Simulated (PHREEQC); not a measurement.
Na2CO3 is added in steps, without added water, to 1 kg of water holding 0.0041 mol CaSO4, 0.0007 mol Zn(NO3)2 and 0.0016 mol NaHSO4, at 25 °C. O2 is buffered at 0.21 atm. The system is closed to CO2. The run lets Aragonite, Gypsum, Portlandite, Zn(OH)2-a, Smithsonite, Zn4(OH)6SO4, Mirabilite, Goslarite, Nahcolite, Natron precipitate or redissolve, and no other solid.

Base run: PHREEQC, ion-association model, wateq4f.dat. Each further column changes one thing. The table gives pH.

| Na2CO3 added (mol) | base | all activity coefficients set to 1 | Debye-Hückel limiting law | Davies equation for every ion | metal-ligand complexes left out |
|---|---|---|---|---|---|
| 0 | 2.94 | 2.92 | 2.96 | 2.95 | 2.96 |
| 0.00085 | 5.42 | 5.46 | 5.41 | 5.42 | 5.44 |
| 0.0017 | 7.09 | 7.03 | 7.12 | 7.10 | 7.00 |
| 0.00255 | 7.68 | 7.54 | 7.72 | 7.68 | 7.57 |
| 0.0034 | 7.78 | 7.65 | 7.82 | 7.79 | 7.67 |
| 0.00425 | 7.92 | 7.80 | 7.96 | 7.92 | 7.80 |
| 0.0051 | 8.12 | 8.01 | 8.17 | 8.13 | 8.00 |
| 0.00595 | 8.52 | 8.44 | 8.56 | 8.53 | 8.42 |
| 0.0068 | 9.23 | 9.28 | 9.22 | 9.23 | 9.29 |

The database's zinc carbonate complexes are estimates, stronger than later reviews accept.
